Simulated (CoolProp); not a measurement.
Vapour-liquid equilibrium of nitrogen (1) + methane (2) at -163.75 °C; x and y are mole fractions of (1).

Values from CoolProp's multi-fluid Helmholtz-energy mixture model, Span 2000 and Setzmann 1991; pair parameters Kunz 2012.

```json
[
 {"x": "0.05", "bubble pressure (MPa)": "0.1927", "y at the bubble point": "0.566", "dew pressure at overall composition x (MPa)": "0.08815", "liquid density (mol/L)": "26.43"},
 {"x": "0.2", "bubble pressure (MPa)": "0.4555", "y at the bubble point": "0.825", "dew pressure at overall composition x (MPa)": "0.1049", "liquid density (mol/L)": "26.09"},
 {"x": "0.35", "bubble pressure (MPa)": "0.6547", "y at the bubble point": "0.886", "dew pressure at overall composition x (MPa)": "0.1292", "liquid density (mol/L)": "25.68"},
 {"x": "0.5", "bubble pressure (MPa)": "0.8198", "y at the bubble point": "0.918", "dew pressure at overall composition x (MPa)": "0.1677", "liquid density (mol/L)": "25.19"},
 {"x": "0.65", "bubble pressure (MPa)": "0.9738", "y at the bubble point": "0.941", "dew pressure at overall composition x (MPa)": "0.2378", "liquid density (mol/L)": "24.58"},
 {"x": "0.8", "bubble pressure (MPa)": "1.138", "y at the bubble point": "0.963", "dew pressure at overall composition x (MPa)": "0.4043", "liquid density (mol/L)": "23.80"},
 {"x": "0.95", "bubble pressure (MPa)": "1.336", "y at the bubble point": "0.989", "dew pressure at overall composition x (MPa)": "1.041", "liquid density (mol/L)": "22.77"}
]
```

No azeotrope shows between x = 0.05 and 0.95.

The pair parameters rest on a limited set of measurements; away from them the model extrapolates. The gap from Raoult's law changes sign with composition, which may be real or a fault of the pair parameters; it wasn't checked against measurements.
